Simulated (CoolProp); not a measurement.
Saturated liquid density (kg/m³) of CH3F (R41): the reference equation beside estimates from Tc = 44.1 °C, pc = 5906 kPa, ω = 0.200. Rackett uses Z = 0.29056 − 0.08775 ω.

Values from CoolProp's reference Helmholtz-energy equation of state, Lemmon 2006. It is a short technical equation, of lower accuracy than the large ones.

```csv
T (°C),reference,Rackett,Redlich-Kwong,Peng-Robinson
-107.05,938.5,798.1,730.7,835.6
-99.65,924.1,786.2,719.3,824.6
-92.35,909.7,774.3,707.5,813.3
-85.05,895.0,762.1,695.3,801.3
-77.65,879.7,749.4,682.3,788.5
-70.35,864.2,736.6,669.0,775.1
-63.05,848.3,723.3,655.0,760.9
-55.65,831.6,709.5,640.1,745.6
-48.35,814.6,695.5,624.7,729.5
-41.05,796.9,680.9,608.6,712.4
-33.65,778.2,665.5,591.3,693.7
-26.35,758.9,649.6,573.3,674.0
-19.05,738.5,633.0,554.2,652.6
-11.65,716.5,615.1,533.5,629.2
```

Absolute difference from the reference over all 14 rows, mean and median: Rackett 14.7 and 14.7 %, Redlich-Kwong 23.3 and 22.9 %, Peng-Robinson 10.8 and 10.6 %.
